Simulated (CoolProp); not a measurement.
Vapour-liquid equilibrium of dimethyl carbonate (1) + n-nonane (2) at 1.23 MPa; x and y are mole fractions of (1).

The numbers come from the multi-fluid Helmholtz-energy mixture model, Zhou 2011 and Lemmon 2006; pair parameters Bell 2016 in CoolProp.

Problem. Give the bubble temperature and the first vapour's composition at x = 0.35, 0.85, 0.95. Is there an azeotrope?

Solution. x = 0.35: 495.2 K, y = 0.658; x = 0.85: 471.4 K, y = 0.911; x = 0.95: 469.0 K, y = 0.965. No azeotrope shows between x = 0.05 and 0.95.

The pair parameters rest on a limited set of measurements; away from them the model extrapolates.
